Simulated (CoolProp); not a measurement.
Vapour pressure (kPa) of sulfur dioxide: the reference equation beside estimates from Tc = 157.5 °C, pc = 7887 kPa, ω = 0.256.

The numbers come from the reference Helmholtz-energy equation of state, Gao 2016 in CoolProp.

| T (°C) | reference | Lee-Kesler | Redlich-Kwong |
|---|---|---|---|
| -35.75 | 27.66 | 26.82 | 62.56 |
| -31.55 | 34.96 | 33.98 | 76.90 |
| -27.45 | 43.54 | 42.43 | 93.27 |
| -23.25 | 54.05 | 52.80 | 112.7 |
| -19.05 | 66.53 | 65.16 | 135.2 |
| -14.85 | 81.24 | 79.76 | 160.9 |
| -10.65 | 98.47 | 96.90 | 190.3 |
| -6.45 | 118.5 | 116.9 | 223.5 |

Absolute difference from the reference over all 8 rows, mean and median: Lee-Kesler 2.2 and 2.2 %, Redlich-Kwong 106.5 and 105.9 %.
